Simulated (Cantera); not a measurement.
An adiabatic, constant-volume homogeneous reactor starts with CH₄ : CO : O₂ : N₂ = 1 : 0.032 : 3.48 : 13.1 (molar parts), at 1498 K and 14300 Torr. Integrator tolerance rtol = 1e-08.

Detailed kinetics in Cantera: GRI-Mech 3.0 (53 species, 325 reactions). The pressure lies above the range GRI-Mech 3.0 was tuned for (to about 10 atm).

**Question.** What does this change do: initial temperature 1498 to 1675 K?

**Answer.** 
```csv
quantity,before,after
time of steepest temperature rise,85.1 µs,20.4 µs
temperature at 2.00 s,2790 K,2894 K
equilibrium temperature,2790 K,2894 K
x(CH₄) at 2.00 s,<1e-12 (gas-phase equilibrium <1e-12),<1e-12 (gas-phase equilibrium <1e-12)
x(CO) at 2.00 s,0.00489 (gas-phase equilibrium 0.00489),0.00740 (gas-phase equilibrium 0.00740)
x(O₂) at 2.00 s,0.0717 (gas-phase equilibrium 0.0717),0.0704 (gas-phase equilibrium 0.0704)
x(NO₂) at 2.00 s,4.84e-5 (gas-phase equilibrium 4.84e-5),4.84e-5 (gas-phase equilibrium 4.84e-5)
x(C₂H₂) at 2.00 s,<1e-12 (gas-phase equilibrium <1e-12),<1e-12 (gas-phase equilibrium <1e-12)
x(HCO) at 2.00 s,8.38e-9 (gas-phase equilibrium 8.38e-9),1.90e-8 (gas-phase equilibrium 1.90e-8)
```
